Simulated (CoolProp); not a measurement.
Vapour-liquid equilibrium of toluene (1) + ethylbenzene (2) at 0.0131 MPa; x and y are mole fractions of (1).

The numbers come from the multi-fluid Helmholtz-energy mixture model, Lemmon 2006 and Zhou 2012; pair parameters Bell 2016 in CoolProp.

```tsv
x	bubble temperature, mixture model (K)	bubble temperature, Raoult's law (K)	y, mixture model	y, Raoult's law
0.05	345.1	345.1	0.113	0.112
0.2	340.7	340.6	0.372	0.378
0.35	337.1	336.8	0.559	0.571
0.5	333.8	333.4	0.705	0.715
0.65	330.8	330.4	0.821	0.825
0.8	328.0	327.8	0.912	0.911
0.95	325.5	325.4	0.981	0.980
```

The largest gap from Raoult's law is +0.4 K in bubble temperature, at x = 0.5. No azeotrope shows between x = 0.05 and 0.95.

Pair parameters are fitted to limited data, so mixtures are less certain than the pure fluids.
